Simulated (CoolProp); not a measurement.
R236EA along the isobar 6 MPa: Z from the reference equation and from simpler models built on Tc = 139.3 °C, pc = 3.414 MPa, ω = 0.368; each cubic takes its own stable root.

The numbers come from the reference Helmholtz-energy equation of state, Rui 2013 in CoolProp.

| T (°C) | phase | reference |
|---|---|---|
| 18.35 | liquid | 0.2564 |
| 28.35 | liquid | 0.2530 |
| 38.45 | liquid | 0.2501 |
| 48.45 | liquid | 0.2478 |
| 58.45 | liquid | 0.2461 |
| 68.55 | liquid | 0.2450 |
| 78.55 | liquid | 0.2447 |
| 88.65 | liquid | 0.2452 |
| 98.65 | liquid | 0.2466 |
| 108.75 | liquid | 0.2494 |
| 118.75 | liquid | 0.2537 |
| 128.85 | liquid | 0.2606 |
| 138.85 | liquid | 0.2710 |

Question: How far does each simpler model (van der Waals, Redlich-Kwong) lie from the reference over these 13 states: mean and median of the absolute difference, and the worst?

Answer: 
- van der Waals: mean 55.5 %, median 56.9 %, worst +61.7 % at 18.35 °C and 6 MPa
- Redlich-Kwong: mean 15.8 %, median 15.8 %, worst +17.8 % at 128.85 °C and 6 MPa
